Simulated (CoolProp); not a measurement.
A single-stage vapour-compression cycle with R152A: evaporating at 222.15 K (dew point), condensing at 276.15 K (bubble point), superheat 8 K, subcooling 8 K, compressor efficiency 0.65, no pressure losses. Each further row changes one setting.

Values from CoolProp's reference Helmholtz-energy equation of state, Outcalt 1996. It is a modified Benedict-Webb-Rubin equation, recast in Helmholtz form.

```tsv
case	cooling COP	pressure ratio	discharge temperature (K)	refrigerating effect (kJ/kg)	volumetric capacity (kJ/m³)
as stated	?	11.3	357.3	285	259
evaporating temperature 227.15 K	2.62	8.56	348.2	289	341
condensing temperature 271.15 K	2.56	?	?	293	266
subcooling 13 K	2.35	11.3	357.3	293	266
superheat 18 K	?	11.3	369.1	294	255
compressor efficiency 0.55	1.93	11.3	376.1	285	259
```

Task: Complete the blanks.

Result: 
- as stated, cooling COP: 2.28
- condensing temperature 271.15 K, pressure ratio: 9.48
- condensing temperature 271.15 K, discharge temperature (K): 347.8
- superheat 18 K, cooling COP: 2.26
